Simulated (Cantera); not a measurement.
# TEOS + NO (silicon oxide and oxynitride deposition)

Feed: 1 mol TEOS, a varied amount of NO, at 950 °C and 0.0133 bar.

These are equilibrium values from Cantera (NASA tables, ideal gas, pure condensed phases), not measurements of a reactor. Candidate condensed phases: C, C6H6, C7H8, C8H18, H2O, Si, SiC, SiO2, Si2N2O, Si3N4; 151 gas species. The feed counts by its element totals alone. The tables hold silica as quartz up to 1696 K and as liquid above; real silica turns to tridymite and cristobalite and melts near 1996 K. The numbers say what is thermodynamically allowed, not how fast it happens.

| n(NO) (mol) | log p H2 | log p CO | log p N2 | log p H2O | log p CO2 | log p CH4 | log p HCN | n C(graphite) | n SiO2(β-quartz) |
|---|---|---|---|---|---|---|---|---|---|
| 3 | -2.09 | -2.39 | -2.92 | -6.18 | -6.65 | -6.06 | -6.52 | 3.00 | 1.000 |
| 3.7 | -2.12 | -2.36 | -2.85 | -6.18 | -6.59 | -6.11 | -6.50 | 2.30 | 1.000 |
| 4.5 | -2.15 | -2.34 | -2.80 | -6.18 | -6.53 | -6.17 | -6.49 | 1.50 | 1.000 |
| 5.6 | -2.18 | -2.30 | -2.74 | -6.19 | -6.47 | -6.25 | -6.48 | 0.400 | 1.000 |
| 7 | -2.24 | -2.32 | -2.66 | -3.40 | -3.65 | -9.21 | -9.33 | 0 | 1.00 |
| 8.7 | -2.31 | -2.38 | -2.59 | -2.99 | -3.23 | -9.88 | -9.86 | 0 | 1.00 |
| 11 | -2.41 | -2.46 | -2.51 | -2.75 | -2.97 | -10.50 | -10.29 | 0 | 1.00 |
| 13 | -2.51 | -2.54 | -2.45 | -2.63 | -2.83 | -11.00 | -10.61 | 0 | 1.00 |
log p: log10 of the partial pressure in bar; n: condensed amount in mol.

From 3 mol NO to 5.6 mol NO the condensed part is C(graphite) + SiO2(β-quartz). From 7 mol NO to 13 mol NO the condensed part is SiO2(β-quartz).
